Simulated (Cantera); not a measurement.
A closed system holds: 1 mol C₃H₆, 0.018 mol O₂, 1 mol H₂, equilibrated at 0.0133 bar.

These are equilibrium values from Cantera (NASA tables, ideal gas, pure condensed phases), not measurements of a reactor. Candidate condensed phases: C, C₆H₆, C₇H₈, C₈H₁₈, H₂O; 110 gas species. Equilibrium is a limit: real reactors are often held back by kinetics, nucleation or transport.

Task: What share of the C ends up in condensed phases as a function of T (°C), at 1100, 1250, 1400, 1550, 1700, 1850, 2000, 2150, 2300, 2450, 2600?

Result: 
```json
[
 {"T (°C)": "1100", "C condensed (%)": "98.8", "as": "C(graphite)"},
 {"T (°C)": "1250", "C condensed (%)": "98.8", "as": "C(graphite)"},
 {"T (°C)": "1400", "C condensed (%)": "98.8", "as": "C(graphite)"},
 {"T (°C)": "1550", "C condensed (%)": "98.7", "as": "C(graphite)"},
 {"T (°C)": "1700", "C condensed (%)": "98.6", "as": "C(graphite)"},
 {"T (°C)": "1850", "C condensed (%)": "98.4", "as": "C(graphite)"},
 {"T (°C)": "2000", "C condensed (%)": "97.8", "as": "C(graphite)"},
 {"T (°C)": "2150", "C condensed (%)": "96.9", "as": "C(graphite)"},
 {"T (°C)": "2300", "C condensed (%)": "95.3", "as": "C(graphite)"},
 {"T (°C)": "2450", "C condensed (%)": "92.8", "as": "C(graphite)"},
 {"T (°C)": "2600", "C condensed (%)": "87.1", "as": "C(graphite)"}
]
```
